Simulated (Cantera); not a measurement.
An isothermal, constant-pressure homogeneous reactor starts with 1.32 % CH₃OH, 4.25 % O₂, 94.4 % N₂, equivalence ratio 0.47, at 1225 K and 1.20 bar.

Computed with Cantera and GRI-Mech 3.0 (53 species, 325 reactions). GRI-Mech 3.0 was tuned for natural gas; its chemistry of methanol as a main component is partial and can be far from experiment. The temperature is held fixed by assumption; the heat of reaction is taken as removed at once.

One state of this run: x CH₃OH = <1e-12; x O₂ = 0.0227; x HCO = 3.39e-12; x C₂H₆ = <1e-12; x CH₂CO = <1e-12; x CO = 0.000453. x: mole fraction; the columns are a selection and need not sum to one.

Q: Which value of t (s) does it belong to?
A) 9.32e-6
B) 3.05e-6
C) 1.00e-6
D) 0.0230

A: D, 0.0230
